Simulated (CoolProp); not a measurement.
Vapour-liquid equilibrium of C2F6 (R116) (1) + propane (2) at 246.2 K; x and y are mole fractions of (1).

Model: multi-fluid Helmholtz-energy mixture model, Lemmon 2006 and Lemmon 2009; pair parameters Bell 2016, in CoolProp.

| x | bubble pressure (kPa) | y at the bubble point | dew pressure at overall composition x (kPa) | liquid density (mol/L) |
|---|---|---|---|---|
| 0.05 | 366.1 | 0.482 | 199.1 | 12.56 |
| 0.2 | 618.8 | 0.702 | 236.9 | 11.96 |
| 0.35 | 693.6 | 0.743 | 292.0 | 11.39 |
| 0.5 | 730.8 | 0.767 | 379.1 | 10.87 |
| 0.65 | 768.3 | 0.801 | 535.4 | 10.42 |
| 0.8 | 808.2 | 0.859 | 767.6 | 10.06 |
| 0.95 | 838.0 | 0.956 | 837.1 | 9.790 |

No azeotrope shows between x = 0.05 and 0.95.

Pair parameters are fitted to limited data, so mixtures are less certain than the pure fluids. With so large a gap from Raoult's law the liquid may split in two, which this calculation doesn't test in full.
